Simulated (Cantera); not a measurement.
Input: 1 mol BF3, 1.2 mol H2O, 140 mol N2, at 16.5 Torr.

Equilibrium computed with Cantera from the NASA thermochemical tables; the gas is ideal and each condensed phase is pure. Candidate condensed phases: B, BN, B2O3, B3O3H3, H2O; 62 gas species. Gases not in the tables: H3BO3. Equilibrium is a limit: real reactors are often held back by kinetics, nucleation or transport.

log p: log10 of the partial pressure in bar; n: condensed amount in mol.

```csv
T (K),log p N2,log p HF,log p BOF,log p H2O,n B2O3(l)
898,-1.66,-3.82,-6.78,-3.96,?
1048,-1.67,-3.70,-5.24,-4.06,?
1198,-1.67,-3.66,-4.14,-4.14,?
1348,-1.67,-3.56,-3.89,-4.37,0
1498,-1.67,-3.52,-3.84,-4.53,0
1648,-1.67,-3.51,-3.83,-4.58,0
1798,-1.67,-3.51,-3.83,-4.62,0
```

Problem. Complete the blanks.

Solution. 
- 898, n B2O3(l): 0.109
- 1048, n B2O3(l): 0.141
- 1198, n B2O3(l): 0.0138
